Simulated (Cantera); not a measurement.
A closed system holds: 1 mol Si3N4, 0.093 mol N2O, 32 mol H2, at 1500 K and 2.60 bar.

Method: chemical equilibrium by Gibbs-energy minimisation in Cantera with the NASA 1993 tables (ideal gas, pure condensed phases). Candidate condensed phases: H2O, Si, SiO2, Si2N2O, Si3N4; 35 gas species. Mutual solubility and eutectic melting of coexisting phases are not modelled. The numbers say what is thermodynamically allowed, not how fast it happens.

Base state: H2 0.996, N2 0.00386, H 1.09e-5 (mole fractions); condensed: Si2N2O(s) + Si3N4(s).

Question: What changes in the equilibrium state with this change: N2O from 0.093 to 0.22 mol?

Answer: 
```tsv
species	before	after
H2	0.996	0.991
N2	0.00386	0.00908
NH3	9.94e-6	1.51e-5
H	1.09e-5	1.09e-5
Si2N2O(s), mol	0.0930	0.220
Si3N4(s), mol	0.938	0.853
```
